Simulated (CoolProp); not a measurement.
Methanol along the isobar 10.7 MPa: density (kg/m³) from the reference equation and from simpler models built on Tc = 513.4 K, pc = 8.216 MPa, ω = 0.565; each cubic takes its own stable root.

Model: reference Helmholtz-energy equation of state, de Reuck 1993, in CoolProp.

```csv
T (K),phase,reference
299.9,liquid,794.7
329.4,liquid,768.3
358.8,liquid,740.6
388.3,liquid,710.2
417.7,liquid,675.4
447.2,liquid,633.5
476.7,liquid,578.8
506.1,liquid,494.7
```

How far does each simpler model (van der Waals, Redlich-Kwong, Soave-Redlich-Kwong, Peng-Robinson) lie from the reference over these 8 states: mean and median of the absolute difference, and the worst?


- van der Waals: mean 49.9 %, median 50.4 %, worst -50.5 % at 388.3 K and 10.7 MPa
- Redlich-Kwong: mean 31.1 %, median 30.8 %, worst -35.2 % at 506.1 K and 10.7 MPa
- Soave-Redlich-Kwong: mean 26.4 %, median 25.1 %, worst -33.5 % at 506.1 K and 10.7 MPa
- Peng-Robinson: mean 17.2 %, median 15.4 %, worst -25.9 % at 506.1 K and 10.7 MPa
